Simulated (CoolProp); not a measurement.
Vapour-liquid equilibrium of R113 (1) + n-heptane (2) at 48.95 °C; x and y are mole fractions of (1).

Computed with CoolProp (multi-fluid Helmholtz-energy mixture model, Marx 1992 and Span 2003; pair parameters Bell 2016).

| x | bubble pressure, mixture model (kPa) | bubble pressure, Raoult's law (kPa) | y, mixture model | y, Raoult's law |
|---|---|---|---|---|
| 0.05 | 23.95 | 22.47 | 0.279 | 0.236 |
| 0.125 | 32.45 | 29.07 | 0.506 | 0.456 |
| 0.2 | 40.51 | 35.66 | 0.634 | 0.594 |
| 0.275 | 48.07 | 42.25 | 0.716 | 0.690 |
| 0.35 | 55.15 | 48.85 | 0.774 | 0.759 |
| 0.425 | 61.78 | 55.44 | 0.818 | 0.812 |
| 0.5 | 68.02 | 62.03 | 0.852 | 0.854 |
| 0.575 | 73.94 | 68.63 | 0.880 | 0.888 |
| 0.65 | 79.63 | 75.22 | 0.904 | 0.916 |
| 0.725 | 85.19 | 81.81 | 0.926 | 0.939 |
| 0.8 | 90.71 | 88.41 | 0.947 | 0.959 |
| 0.875 | 96.29 | 95.00 | 0.967 | 0.976 |
| 0.95 | 102.0 | 101.6 | 0.986 | 0.991 |

The largest gap from Raoult's law is +13.8 % in bubble pressure, at x = 0.275. No azeotrope shows between x = 0.05 and 0.95.

The pair parameters rest on a limited set of measurements; away from them the model extrapolates.
